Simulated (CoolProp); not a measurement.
A Linde-Hampson liquefier for normal hydrogen: isothermal reversible compression at 290 K from 1 atm to 25 MPa, throttling to 1 atm, return gas leaving the recuperator 5 K below the feed. Each further row changes one setting.

Model: reference Helmholtz-energy equation of state, Leachman 2009, in CoolProp.

| case | compression work (kJ/kg of gas) |
|---|---|
| as stated | 6770 |
| high pressure 50 MPa | 7790 |
| warm-end temperature 320 K | 7460 |
| warm-end gap 10 K | 6770 |
